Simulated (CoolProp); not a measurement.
Properties of dimethyl ether along the isotherm 525 K (Tc = 400.4 K, pc = 5337 kPa, ω = 0.196).

Computed with CoolProp (reference Helmholtz-energy equation of state, Wu 2011).

| p (kPa) | phase | density (kg/m³) | cv (kJ/(kg K)) | isothermal compressibility (1/MPa) |
|---|---|---|---|---|
| 616 | gas | 6.616 | 1.920 | 1.652 |
| 1230 | gas | ? | 1.925 | 0.8418 |
| 1850 | gas | 20.59 | 1.931 | 0.5695 |
| 2460 | gas | 27.87 | ? | 0.4357 |
| 3080 | gas | 35.53 | 1.943 | ? |
| 3690 | gas | 43.35 | 1.950 | 0.3008 |
| 4310 | gas | ? | 1.957 | ? |
| 4930 | gas | 60.12 | 1.964 | 0.2333 |
| 5540 | supercritical | ? | 1.971 | 0.2112 |
| 6160 | supercritical | 78.00 | 1.978 | 0.1932 |
| 6770 | supercritical | 87.36 | ? | 0.1786 |
| 7390 | supercritical | 97.20 | 1.994 | 0.1661 |
| 8000 | supercritical | 107.2 | 2.001 | 0.1555 |

Fill in the missing entries.


- 1230, density (kg/m³): 13.45
- 2460, cv (kJ/(kg K)): 1.937
- 3080, isothermal compressibility (1/MPa): 0.3542
- 4310, density (kg/m³): 51.58
- 4310, isothermal compressibility (1/MPa): 0.2621
- 5540, density (kg/m³): 68.83
- 6770, cv (kJ/(kg K)): 1.986
